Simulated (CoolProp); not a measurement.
A closed Brayton cycle with carbon dioxide: compressor inlet 311.15 K and 9.9 MPa, high pressure 20.6 MPa, turbine inlet 945 K, compressor efficiency 0.8, turbine efficiency 0.93, recuperator effectiveness 0 (on enthalpy, no pinch check). Each further row changes one setting.

Model: reference Helmholtz-energy equation of state, Span 1996, in CoolProp.

```json
[
 {"case": "as stated", "thermal efficiency (%)": "11.4", "net work (kJ/kg)": "98.9", "compressor to turbine work": "0.16", "compressor exit (K)": "333.0", "turbine exit (K)": "845.0"},
 {"case": "turbine inlet 895 K", "thermal efficiency (%)": "11.5", "net work (kJ/kg)": "92.2", "compressor to turbine work": "0.17", "compressor exit (K)": "333.0", "turbine exit (K)": "798.5"},
 {"case": "compressor inlet 321.15 K", "thermal efficiency (%)": "11.5", "net work (kJ/kg)": "90.4", "compressor to turbine work": "0.23", "compressor exit (K)": "364.6", "turbine exit (K)": "845.0"},
 {"case": "high pressure 17.5 MPa", "thermal efficiency (%)": "9.1", "net work (kJ/kg)": "79.0", "compressor to turbine work": "0.15", "compressor exit (K)": "327.6", "turbine exit (K)": "866.8"},
 {"case": "recuperator effectiveness 0.5", "thermal efficiency (%)": "18.2", "net work (kJ/kg)": "98.9", "compressor to turbine work": "0.16", "compressor exit (K)": "333.0", "turbine exit (K)": "845.0"}
]
```
